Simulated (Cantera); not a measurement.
Feed: 1 mol B2O3, a varied amount of H2O, at 143 Torr.

Equilibrium computed with Cantera from the NASA thermochemical tables; the gas is ideal and each condensed phase is pure. Candidate condensed phases: B, B2O3, B3O3H3, H2O; 23 gas species. Gases not in the tables: H3BO3. Rates play no part.

Stable condensed phases, one row left out:

```
T in K \ n(H2O) in mol
         1.9 4.9 7.8  11  14  17  20
   2400    A   A   A   A   A   A   A
   2250    A   A   A   A   A   A   A
   2100    A   A   A   A   A   A   A
   1950    A   A   A   A   A   A   A
   1800    B   A   A   A   A   A   A
   1650    B   B   B   A   A   A   A
   1500    B   B   B   B   B   B   B
   1350    B   B   B   B   B   B   B
   1200    B   B   B   B   B   B   B
   1050    B   B   B   B   B   B   B
    750    B   B   B   B   A   A   A
```

A: gas only; B: B2O3.

Task: Give the row for 900 K.

Result: 1.9: B2O3; 4.9: B2O3; 7.8: B2O3; 11: B2O3; 14: B2O3; 17: B2O3; 20: B2O3.
